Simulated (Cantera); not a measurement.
Feed: 1 mol Si, 2.7 mol F₂, at 13300 Pa.

Cantera equilibrium calculation (NASA polynomials, part measured and part estimated; ideal gas, pure solids and liquids). Candidate condensed phases: Si; 9 gas species. Equilibrium is a limit: real reactors are often held back by kinetics, nucleation or transport.

At 1002 °C, list the 3 most abundant gas species with their mole fractions, and the condensed phases.

F 0.513, SiF₄ 0.437, F₂ 0.0498. Condensed: gas only.
